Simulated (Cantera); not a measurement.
An isothermal, constant-pressure homogeneous reactor starts with CH4 : H2O : N2 = 1 : 4.4 : 0.32 (molar parts), at 1275 K and 73000 Pa.

Cantera simulation using GRI-Mech 3.0 (53 species, 325 reactions); the numbers are that mechanism's predictions, not measurements.

**Question.** Predict: x(CH4) at 10.0 s; x(H2O) at 10.0 s; x(CH3) at 10.0 s; x(CH2CO) at 10.0 s.

**Answer.** 
- x(CH4) at 10.0 s = 0.162 (gas-phase equilibrium 9.76e-7)
- x(H2O) at 10.0 s = 0.761 (gas-phase equilibrium 0.395)
- x(CH3) at 10.0 s = 6.58e-6 (gas-phase equilibrium 2.51e-11)
- x(CH2CO) at 10.0 s = 4.09e-6 (gas-phase equilibrium <1e-12)
